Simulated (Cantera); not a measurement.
An adiabatic, constant-volume homogeneous reactor starts with CH3OH : O2 : N2 = 1 : 2.88 : 11 (molar parts), equivalence ratio 0.52, at 1000 K and 11.8 atm. Integrator tolerance rtol = 1e-08.

Computed with Cantera and GRI-Mech 3.0 (53 species, 325 reactions). GRI-Mech 3.0 was tuned for natural gas; its chemistry of methanol as a main component is partial and can be far from experiment. The pressure lies above the range GRI-Mech 3.0 was tuned for (to about 10 atm).

**Question.** What does this change do: O2 2.88 to 1.4 parts?

**Answer.** 
```tsv
quantity	before	after
time of steepest temperature rise	87.0 ms	90.0 ms
temperature at 0.500 s	2388 K	2439 K
equilibrium temperature	2388 K	2439 K
x(CH3OH) at 0.500 s	<1e-12 (gas-phase equilibrium <1e-12)	<1e-12 (gas-phase equilibrium <1e-12)
x(O2) at 0.500 s	0.0833 (gas-phase equilibrium 0.0833)	0.000535 (gas-phase equilibrium 0.000535)
x(H2O2) at 0.500 s	1.10e-6 (gas-phase equilibrium 1.10e-6)	1.08e-7 (gas-phase equilibrium 1.08e-7)
x(O) at 0.500 s	0.000432 (gas-phase equilibrium 0.000432)	4.47e-5 (gas-phase equilibrium 4.47e-5)
x(NO) at 0.500 s	0.0112 (gas-phase equilibrium 0.0112)	0.00104 (gas-phase equilibrium 0.00104)
x(H2) at 0.500 s	0.000275 (gas-phase equilibrium 0.000275)	0.00472 (gas-phase equilibrium 0.00472)
x(N2O) at 0.500 s	3.21e-6 (gas-phase equilibrium 3.21e-6)	3.19e-7 (gas-phase equilibrium 3.19e-7)
```

**Question.** What does this change do: constant pressure in place of constant volume?

**Answer.** 
```json
[
 {"quantity": "time of steepest temperature rise", "before": "87.0 ms", "after": "87.9 ms"},
 {"quantity": "temperature at 0.500 s", "before": "2388 K", "after": "2122 K"},
 {"quantity": "equilibrium temperature", "before": "2388 K", "after": "2121 K"},
 {"quantity": "x(CH3OH) at 0.500 s", "before": "<1e-12 (gas-phase equilibrium <1e-12)", "after": "<1e-12 (gas-phase equilibrium <1e-12)"},
 {"quantity": "x(O2) at 0.500 s", "before": "0.0833 (gas-phase equilibrium 0.0833)", "after": "0.0863 (gas-phase equilibrium 0.0861)"},
 {"quantity": "x(H2O2) at 0.500 s", "before": "1.10e-6 (gas-phase equilibrium 1.10e-6)", "after": "3.57e-7 (gas-phase equilibrium 3.56e-7)"},
 {"quantity": "x(O) at 0.500 s", "before": "0.000432 (gas-phase equilibrium 0.000432)", "after": "0.000138 (gas-phase equilibrium 0.000137)"},
 {"quantity": "x(NO) at 0.500 s", "before": "0.0112 (gas-phase equilibrium 0.0112)", "after": "0.00602 (gas-phase equilibrium 0.00640)"},
 {"quantity": "x(H2) at 0.500 s", "before": "0.000275 (gas-phase equilibrium 0.000275)", "after": "8.77e-5 (gas-phase equilibrium 8.73e-5)"},
 {"quantity": "x(N2O) at 0.500 s", "before": "3.21e-6 (gas-phase equilibrium 3.21e-6)", "after": "1.18e-6 (gas-phase equilibrium 1.18e-6)"}
]
```
